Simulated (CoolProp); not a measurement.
Model: reference Helmholtz-energy equation of state, Lemmon 2005, in CoolProp. It is a short technical equation, of lower accuracy than the large ones.

Question: Give the vapour pressure (MPa), liquid density (kg/m³), vapour density (kg/m³), liquid cp (kJ/(kg K)) of saturated cis-2-butene at 289.9, 322.6, 355.3 K.

Answer: 
```tsv
T (K)	p (MPa)	liquid density (kg/m³)	vapour density (kg/m³)	liquid cp (kJ/(kg K))
289.9	0.162	625	4.00	2.21
322.6	0.440	585	10.3	2.37
355.3	0.976	539	22.8	2.60
```
